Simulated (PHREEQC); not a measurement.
## Nickel, zinc or cadmium bath with alkaline etch or developer: speciation

Solution A (0.014 mol NiCl2 and 0.1 mol MnSO4 per kg of water) is mixed with solution B (13 mmol/kgw LiOH, 0.13 mmol/kgw Na2SiO3 and 0.49 mmol/kgw (CH3)4NCl) at 25 °C; shares are by mass of water, 1 kg in all. The system is closed to oxygen. CO2 from the air is kept out. Only these solids could form: Pyrochroite, Ni(OH)2, Ni4(OH)6SO4, Quartz, Halite, Mirabilite, Morenosite.

The series has 21 steps of share of solution B, from 0 to 1.

Model: ion-association model, wateq4f.dat, run in PHREEQC.

Task: Which solids form, in which order, and at which step of the series does each first stand?

Result: Ni(OH)2 from share of solution B = 0.05 (pH 6.73), last present at share of solution B = 0.95; Pyrochroite from share of solution B = 0.7 (pH 8.65), last present at share of solution B = 0.95.

Complexes and solids missing from the database can't appear. (CH3)4N+ isn't in the database: it is added as a free cation with an ion size of 4 Å. The database's Ni(OH)2 is the aged solid; a fresh precipitate is more soluble.
